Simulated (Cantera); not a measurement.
A freely propagating, adiabatic, planar premixed flame of 6.61 % CH4, 0.991 % CO, 17.1 % O2, 75.3 % N2, unburnt at 425 K and 2.40 bar; mixture-averaged transport, grid criteria slope 0.08 and curve 0.16, no radiation.

Computed with Cantera and GRI-Mech 3.0 (53 species, 325 reactions). Burning velocities carry a grid error of a few per cent, more on coarse grids.

x: mole fraction of selected species; z is measured from the peak of heat release.

```json
[
 {"z (mm)": "-0.955", "T (K)": "426", "u (m/s)": "0.260", "x CH4": "0.0660", "x CO": "0.00991", "x O2": "0.171", "x CH2CO": "<1e-8", "x OH": "<1e-8", "x N2O": "<1e-8"},
 {"z (mm)": "-0.636", "T (K)": "431", "u (m/s)": "0.264", "x CH4": "0.0656", "x CO": "0.00996", "x O2": "0.171", "x CH2CO": "3.58e-8", "x OH": "<1e-8", "x N2O": "<1e-8"},
 {"z (mm)": "-0.477", "T (K)": "448", "u (m/s)": "0.275", "x CH4": "0.0646", "x CO": "0.0101", "x O2": "0.169", "x CH2CO": "2.19e-7", "x OH": "<1e-8", "x N2O": "<1e-8"},
 {"z (mm)": "-0.318", "T (K)": "538", "u (m/s)": "0.331", "x CH4": "0.0597", "x CO": "0.0112", "x O2": "0.163", "x CH2CO": "2.20e-6", "x OH": "3.53e-8", "x N2O": "<1e-8"},
 {"z (mm)": "-0.159", "T (K)": "911", "u (m/s)": "0.564", "x CH4": "0.0401", "x CO": "0.0170", "x O2": "0.132", "x CH2CO": "2.17e-5", "x OH": "4.28e-6", "x N2O": "…"},
 {"z (mm)": "-0.0796", "T (K)": "1257", "u (m/s)": "0.779", "x CH4": "0.0215", "x CO": "0.0230", "x O2": "0.0996", "x CH2CO": "5.50e-5", "x OH": "6.77e-5", "x N2O": "…"},
 {"z (mm)": "0", "T (K)": "1603", "u (m/s)": "0.993", "x CH4": "0.00405", "x CO": "0.0265", "x O2": "0.0632", "x CH2CO": "5.46e-5", "x OH": "0.00110", "x N2O": "…"},
 {"z (mm)": "0.0796", "T (K)": "1750", "u (m/s)": "1.08", "x CH4": "0.000125", "x CO": "0.0180", "x O2": "0.0456", "x CH2CO": "3.57e-6", "x OH": "0.00336", "x N2O": "…"},
 {"z (mm)": "0.159", "T (K)": "1812", "u (m/s)": "1.11", "x CH4": "2.21e-6", "x CO": "0.0107", "x O2": "0.0405", "x CH2CO": "7.25e-8", "x OH": "0.00388", "x N2O": "…"},
 {"z (mm)": "0.318", "T (K)": "1877", "u (m/s)": "1.15", "x CH4": "<1e-8", "x CO": "0.00516", "x O2": "0.0372", "x CH2CO": "<1e-8", "x OH": "0.00350", "x N2O": "7.15e-7"},
 {"z (mm)": "0.636", "T (K)": "1924", "u (m/s)": "1.17", "x CH4": "<1e-8", "x CO": "0.00223", "x O2": "0.0354", "x CH2CO": "<1e-8", "x OH": "0.00253", "x N2O": "7.53e-7"},
 {"z (mm)": "1.27", "T (K)": "1948", "u (m/s)": "1.19", "x CH4": "<1e-8", "x CO": "0.000833", "x O2": "0.0347", "x CH2CO": "<1e-8", "x OH": "0.00159", "x N2O": "…"},
 {"z (mm)": "2.55", "T (K)": "1956", "u (m/s)": "1.19", "x CH4": "<1e-8", "x CO": "0.000333", "x O2": "0.0345", "x CH2CO": "<1e-8", "x OH": "0.00109", "x N2O": "…"}
]
```

### Question
Complete the blanks.

### Answer

- -0.159, x N2O: 7.05e-8
- -0.0796, x N2O: 1.57e-7
- 0, x N2O: 3.05e-7
- 0.0796, x N2O: 4.93e-7
- 0.159, x N2O: 6.11e-7
- 1.27, x N2O: 5.54e-7
- 2.55, x N2O: 2.95e-7
